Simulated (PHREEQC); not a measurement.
# Spent oxide etchant (model solution)

A solution holds 73 mmol/kgw NH4HF2, 0.063 mmol/kgw H2SiF6 and 28 mmol/kgw HBF4, at 65 °C. It is in equilibrium with CO2 at log p = -2 (atm). Otherwise closed; pH follows from the charge balance.

Computed with PHREEQC (ion-association model, phreeqc.dat).

No solid was allowed to form.

**Question.** Estimate the pH, ionic strength.

**Answer.** pH 2.97; ionic strength 0.0743 mol/kgw.

**Question.** In which forms is F present?

**Answer.** BF4- 43 %, HF 34 %, F- 13 %, HF2- 9.9 % of the F.

At this temperature some constants are extrapolated from 25 °C, and those without enthalpy data are left unchanged. SiF6-2 is the database's only silicon fluoride. Real BF4- forms and hydrolyses slowly; the run takes it at equilibrium.
